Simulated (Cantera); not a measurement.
An adiabatic, constant-pressure homogeneous reactor starts with CH₄ : O₂ : N₂ : H₂ = 1 : 3.39 : 12.7 : 0.48 (molar parts), equivalence ratio 0.66, at 1225 K and 0.602 atm.

Computed with Cantera and GRI-Mech 3.0 (53 species, 325 reactions).

Problem. Predict: time of steepest temperature rise; temperature at 0.100 s; equilibrium temperature; x(O₂) at 0.100 s; x(NO) at 0.100 s; x(OH) at 0.100 s; x(N₂O) at 0.100 s.

Solution. 
- time of steepest temperature rise = 2.38 ms
- temperature at 0.100 s = 2423 K
- equilibrium temperature = 2422 K
- x(O₂) at 0.100 s = 0.0613 (gas-phase equilibrium 0.0612)
- x(NO) at 0.100 s = 0.0100 (gas-phase equilibrium 0.0103)
- x(OH) at 0.100 s = 0.0108 (gas-phase equilibrium 0.0108)
- x(N₂O) at 0.100 s = 4.26e-7 (gas-phase equilibrium 4.28e-7)
